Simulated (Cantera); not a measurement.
Input: 1 mol Si, 0.61 mol HCl, 1.4 mol H₂, equilibrated at 1548 K and 4.30 bar.

These are equilibrium values from Cantera (NASA tables, ideal gas, pure condensed phases), not measurements of a reactor. Candidate condensed phases: Si; 19 gas species. The tables' values for SiCl₃ are old estimates; treat these amounts as uncertain. Equilibrium is a limit: real reactors are often held back by kinetics, nucleation or transport.

Base state: H₂ 0.825, HCl 0.0927, SiCl₂ 0.0346, SiHCl₃ 0.0161, SiCl₄ 0.0148, SiCl₃ 0.0135, SiH₂Cl₂ 0.00285, SiH₃Cl 0.000150 (mole fractions); condensed: Si(s).

### Question
What changes in the equilibrium state with this change: temperature from 1548 K to 900 K?

### Answer
```json
[
 {"species": "H₂", "before": "0.825", "after": "0.901"},
 {"species": "SiHCl₃", "before": "0.0161", "after": "0.0459"},
 {"species": "SiCl₄", "before": "0.0148", "after": "0.0458"},
 {"species": "HCl", "before": "0.0927", "after": "0.00255"},
 {"species": "SiCl₂", "before": "0.0346", "after": "9.81e-6"},
 {"species": "SiCl₃", "before": "0.0135", "after": "9.71e-5"},
 {"species": "H", "before": "1.35e-5", "after": "<1e-9"},
 {"species": "SiH₂Cl₂", "before": "0.00285", "after": "0.00437"},
 {"species": "SiH₃Cl", "before": "0.000150", "after": "0.000102"},
 {"species": "Si(s), mol", "before": "0.842", "after": "0.823"}
]
```
